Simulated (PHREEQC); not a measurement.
A solution holds 0.018 mol CdCl2, 4.3e-05 mol H3BO3 and 0.018 mol H2SO4 per kg of water, at 25 °C. Closed to the air; pH follows from the charge balance.

Equilibrium calculation in PHREEQC: ion-association model, wateq4f.dat.

Problem. The ionic strength comes out as 0.0636 mol/kgw. What activity coefficients do H+, Cl-, CdCl3-, HSO4-, SO4-2 get?

Solution. H+ 0.84, Cl- 0.80, CdCl3- 0.81, HSO4- 0.81, SO4-2 0.43.

No solid was allowed to form.
